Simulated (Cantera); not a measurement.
**Premixed flame**

A freely propagating, adiabatic, planar premixed flame of H2 : O2 : N2 = 1 : 0.98 : 3.63 (molar parts), unburnt at 650 K and 0.960 bar; mixture-averaged transport, grid criteria slope 0.08 and curve 0.16, no radiation.

Model: the H2/O2 subset of GRI-Mech 3.0, which has no nitrogen chemistry, integrated in Cantera. Burning velocities carry a grid error of a few per cent, more on coarse grids. Lean hydrogen flames are cellular in practice and burn faster than this planar one.

```
z (mm)  T (K)  u (m/s)     x H2    x O2       x O       x H      x OH     x HO2
------  -----  -------  -------  ------  --------  --------  --------  --------
-1.39     650     4.37    0.178   0.175     <1e-8     <1e-8     <1e-8     <1e-8
-0.926    650     4.37    0.178   0.175     <1e-8     <1e-8     <1e-8     <1e-8
-0.695    650     4.37    0.178   0.175     <1e-8     <1e-8     <1e-8   5.99e-8
-0.463    650     4.37    0.177   0.175   4.02e-8   2.23e-7     <1e-8   5.18e-6
-0.232    690     4.58    0.163   0.176   2.42e-5  0.000242  0.000105  0.000253
-0.116    885     5.73    0.127   0.170  0.000530   0.00339  0.000709  0.000179
0        1201     7.62   0.0665   0.142   0.00449    0.0129   0.00306  0.000103
0.116    1442     9.08   0.0243   0.109   0.00991    0.0171   0.00705   6.48e-5
0.232    1574     9.87   0.0122  0.0971    0.0111    0.0141   0.00910   4.74e-5
0.463    1706     10.6  0.00779  0.0931   0.00894   0.00827    0.0101   3.27e-5
0.926    1815     11.2  0.00491  0.0923   0.00553   0.00363   0.00936   2.02e-5
1.85     1889     11.6  0.00248  0.0925   0.00275   0.00120   0.00735   1.06e-5
3.71     1930     11.9  0.00102  0.0932   0.00112  0.000302   0.00498   4.91e-6
```
x: mole fraction of selected species; z is measured from the peak of heat release.

laminar burning velocity: 437 cm/s
thermal thickness: 0.463 mm
peak x(O): 0.0112
peak x(H): 0.0171
peak x(OH): 0.0101
peak x(HO2): 0.000257
